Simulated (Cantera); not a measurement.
A closed system holds: 1 mol CO2, 1.7 mol H2, equilibrated at 3250 °C and 1.50 bar.

Cantera equilibrium calculation (NASA polynomials, part measured and part estimated; ideal gas, pure solids and liquids). Equilibrium is a limit: real reactors are often held back by kinetics, nucleation or transport.

| species | before | after |
|---|---|---|
| CO | 0.272 | 0.315 |
| H2O | 0.136 | 0.307 |
| H2 | 0.212 | 0.294 |
| H | 0.234 | 0.0276 |
| O | 0.0449 | 0.000451 |
| O2 | 0.0111 | 0.000190 |
| OH | 0.0698 | 0.00756 |
| CO2 | 0.0210 | 0.0485 |
| HO2 | 1.36e-5 | 2.48e-7 |
Gas species are given as mole fractions.

Question: Which change was made?
A. H2 from 1.7 to 1 mol
B. pressure from 1.50 bar to 0.0180 bar
C. temperature from 3250 °C to 2452 °C
D. temperature from 3250 °C to 1750 °C

Answer: C, temperature from 3250 °C to 2452 °C
